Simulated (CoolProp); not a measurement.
Vapour-liquid equilibrium of propylene (1) + n-hexane (2) at 0.0955 MPa; x and y are mole fractions of (1).

Model: multi-fluid Helmholtz-energy mixture model, Lemmon 2013 and Thol 2019; pair parameters Bell 2016, in CoolProp.

Question: Give the bubble temperature and the first vapour's composition at x = 0.5, 0.8, 0.95. Is there an azeotrope?

Answer: x = 0.5: 240.9 K, y = 0.994; x = 0.8: 229.6 K, y = 0.999; x = 0.95: 225.4 K, y = 1.000. No azeotrope shows between x = 0.05 and 0.95.

The pair parameters rest on a limited set of measurements; away from them the model extrapolates. The gap from Raoult's law changes sign with composition, which may be real or a fault of the pair parameters; it wasn't checked against measurements.
